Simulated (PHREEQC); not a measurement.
Solution (10 °C): 0.0064 mol/kgw Al2(SO4)3, 0.0008 mol/kgw MgSO4, 0.011 mol/kgw HCl and 0.0078 mol/kgw Na2SO4. Closed to the air; pH follows from the charge balance.

Equilibrium calculation in PHREEQC: ion-association model, phreeqc.dat.

```json
{
 "pH": "2.18",
 "ionic_strength": "0.0598 mol/kgw",
 "total_alkalinity": "-11.0 meq/kg"
}
```

| species | molality | activity | log γ |
|---|---|---|---|
| Na+ | 0.0152 | 0.0125 | -0.087 |
| SO4-2 | 0.0121 | 0.00540 | -0.350 |
| Cl- | 0.0110 | 0.00887 | -0.093 |
| AlSO4+ | 0.00906 | 0.00737 | -0.090 |
| H+ | 0.00783 | 0.00665 | -0.071 |
| HSO4- | 0.00316 | 0.00257 | -0.089 |
| Al+3 | 0.00230 | 0.000529 | -0.638 |
| Al(SO4)2- | 0.00144 | 0.00117 | -0.090 |
| Mg+2 | 0.000575 | 0.000271 | -0.326 |
| NaSO4- | 0.000371 | 0.000305 | -0.085 |
| MgSO4 | 0.000225 | 0.000228 | 0.006 |
| AlHSO4+2 | 8.91e-6 | 3.93e-6 | -0.356 |

Precipitation was switched off in this run. Complexes and solids missing from the database can't appear. At this temperature some constants are extrapolated from 25 °C, and those without enthalpy data are left unchanged.
